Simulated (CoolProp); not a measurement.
Vapour-liquid equilibrium of R141b (1) + n-pentane (2) at 45.25 °C; x and y are mole fractions of (1).

The numbers come from the multi-fluid Helmholtz-energy mixture model, Lemmon 2006 and Thol 2019; pair parameters Bell 2016 in CoolProp.

| x | bubble pressure, mixture model (MPa) | bubble pressure, Raoult's law (MPa) | y, mixture model | y, Raoult's law |
|---|---|---|---|---|
| 0.05 | 0.1423 | 0.1382 | 0.080 | 0.057 |
| 0.125 | 0.1484 | 0.1398 | 0.180 | 0.141 |
| 0.2 | 0.1531 | 0.1413 | 0.264 | 0.223 |
| 0.275 | 0.1567 | 0.1428 | 0.337 | 0.303 |
| 0.35 | 0.1595 | 0.1444 | 0.403 | 0.382 |
| 0.425 | 0.1615 | 0.1459 | 0.465 | 0.459 |
| 0.5 | 0.1629 | 0.1474 | 0.526 | 0.535 |
| 0.575 | 0.1638 | 0.1489 | 0.587 | 0.608 |
| 0.65 | 0.1640 | 0.1505 | 0.650 | 0.681 |
| 0.725 | 0.1637 | 0.1520 | 0.715 | 0.752 |
| 0.8 | 0.1629 | 0.1535 | 0.784 | 0.821 |
| 0.875 | 0.1614 | 0.1551 | 0.859 | 0.889 |
| 0.95 | 0.1593 | 0.1566 | 0.941 | 0.956 |

The largest gap from Raoult's law is +10.7 % in bubble pressure, at x = 0.425. y crosses x between x = 0.575 and 0.65: the model has an azeotrope there.

The pair parameters rest on a limited set of measurements; away from them the model extrapolates.
